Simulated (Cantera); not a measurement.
What does this Cantera script print?

```python
import numpy as np
import cantera as ct

gas_names = """
    N2O
""".split()
cond_names = """
    VN(s) V2O4(I) V2O4(II) V2O4(L) V2O3(s) V2O3(L)
""".split()


def load(file, names, dense=False):
    # The tables refer to 1 bar. Condensed volumes are neglected.
    table = {s.name: s for s in ct.Species.list_from_file(file)}
    out = []
    for n in names:
        d = dict(table[n].input_data)
        d["thermo"] = dict(d["thermo"], **{"reference-pressure": 1e5})
        if dense:
            d["equation-of-state"] = {"model": "constant-volume", "density": "1e6 g/cm^3"}
        out.append(ct.Species.from_dict(d))
    return out


species = {s.name: s for s in load("nasa_gas.yaml", gas_names) + load("nasa_condensed.yaml", cond_names)}
# Each term lists the table entries of one substance; the one whose range holds T is used.
reactions = {
    '2 VN + 4 V2O4 = 5 V2O3 + N2O(g)':
        [(-2, ['VN(s)']), (-4, ['V2O4(I)', 'V2O4(II)', 'V2O4(L)']), (5, ['V2O3(s)', 'V2O3(L)']), (1, ['N2O'])],
}


def pick(names, T):
    return next(species[n] for n in names if species[n].thermo.min_temp <= T <= species[n].thermo.max_temp)


results = []
for label, terms in reactions.items():
    print(label)
    print("     T/K   dH/kJ  dS/(J/K)   dG/kJ   log10 K")
    for T in [300, 1173, 1223, 1273, 1323, 1373, 1423]:
        used = [(nu, pick(names, T)) for nu, names in terms]
        dH = sum(nu * s.thermo.h(T) for nu, s in used) / 1e6
        dS = sum(nu * s.thermo.s(T) for nu, s in used) / 1e3
        dG = dH - T * dS / 1e3
        logK = -dG * 1e6 / (ct.gas_constant * T * np.log(10))
        results.append((label, T, dH, dS, dG, logK, [s.name for _, s in used]))
        print(f"{T:8g} {dH:8.1f} {dS:8.1f} {dG:8.1f} {logK:8.2f}")
```

Result:

```
2 VN + 4 V2O4 = 5 V2O3 + N2O(g)
     T/K   dH/kJ  dS/(J/K)   dG/kJ   log10 K
     300    130.8    222.4     64.1   -11.15
    1173     92.5    115.9    -43.4     1.93
    1223     92.7    116.0    -49.1     2.10
    1273     92.9    116.2    -55.0     2.25
    1323     93.3    116.5    -60.8     2.40
    1373     93.9    116.9    -66.6     2.53
    1423     94.6    117.4    -72.5     2.66
```

Source: NASA polynomial tables (part measured, part estimated), evaluated in Cantera. VN: taken at fixed stoichiometry. Condensed species are held in their standard states even where they would react or evaporate.
